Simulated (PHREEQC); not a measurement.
Make-up at 25 °C: 0.00098 mol MgSO4 and 0.14 mol NaHCO3 per kg of water. Closed to the air; pH follows from the charge balance.

Equilibrium calculation in PHREEQC: Pitzer model, pitzer.dat.

Q: The ionic strength comes out as 0.146 mol/kgw. What activity coefficients do CO3-2, SO4-2, Na+, OH-, Mg+2 get?

A: CO3-2 0.23, SO4-2 0.21, Na+ 0.75, OH- 0.73, Mg+2 0.18. Single-ion values are on the MacInnes scale.

No solid was allowed to form. Saturation is exceeded, for instance for Magnesite (slow to form); the values hold only as long as no solid forms.
